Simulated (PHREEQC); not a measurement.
Ca(OH)2 is added in steps, without added water, to 1 kg of water holding 0.0013 mol MnCl2, at 25 °C. The system is closed to oxygen. CO2 from the air is kept out. No solid was allowed to form.

Base run: PHREEQC, ion-association model, phreeqc.dat. Each further column changes one thing. The table gives MnOH+ (mol/kgw).

```json
[
 {"Ca(OH)2 added (mol)": "0", "base": "1.44e-7", "all activity coefficients set to 1": "1.59e-7", "Davies equation for every ion": "1.44e-7", "database wateq4f.dat": "1.44e-7"},
 {"Ca(OH)2 added (mol)": "4.5e-05", "base": "6.35e-5", "all activity coefficients set to 1": "6.80e-5", "Davies equation for every ion": "6.33e-5", "database wateq4f.dat": "6.37e-5"},
 {"Ca(OH)2 added (mol)": "9e-05", "base": "0.000125", "all activity coefficients set to 1": "0.000134", "Davies equation for every ion": "0.000125", "database wateq4f.dat": "0.000125"},
 {"Ca(OH)2 added (mol)": "0.0001575", "base": "0.000213", "all activity coefficients set to 1": "0.000229", "Davies equation for every ion": "0.000213", "database wateq4f.dat": "0.000214"},
 {"Ca(OH)2 added (mol)": "0.0002025", "base": "0.000269", "all activity coefficients set to 1": "0.000290", "Davies equation for every ion": "0.000269", "database wateq4f.dat": "0.000270"},
 {"Ca(OH)2 added (mol)": "0.0002475", "base": "0.000323", "all activity coefficients set to 1": "0.000349", "Davies equation for every ion": "0.000322", "database wateq4f.dat": "0.000324"},
 {"Ca(OH)2 added (mol)": "0.0002925", "base": "0.000374", "all activity coefficients set to 1": "0.000404", "Davies equation for every ion": "0.000373", "database wateq4f.dat": "0.000376"},
 {"Ca(OH)2 added (mol)": "0.00036", "base": "0.000447", "all activity coefficients set to 1": "0.000483", "Davies equation for every ion": "0.000445", "database wateq4f.dat": "0.000448"},
 {"Ca(OH)2 added (mol)": "0.000405", "base": "0.000492", "all activity coefficients set to 1": "0.000532", "Davies equation for every ion": "0.000490", "database wateq4f.dat": "0.000493"},
 {"Ca(OH)2 added (mol)": "0.00045", "base": "0.000534", "all activity coefficients set to 1": "0.000578", "Davies equation for every ion": "0.000533", "database wateq4f.dat": "0.000536"}
]
```

In at least one series the solution becomes supersaturated in solids that the run did not let form, among them Pyrochroite. phreeqc.dat and wateq4f.dat share most of their constants, so their agreement is no independent check.
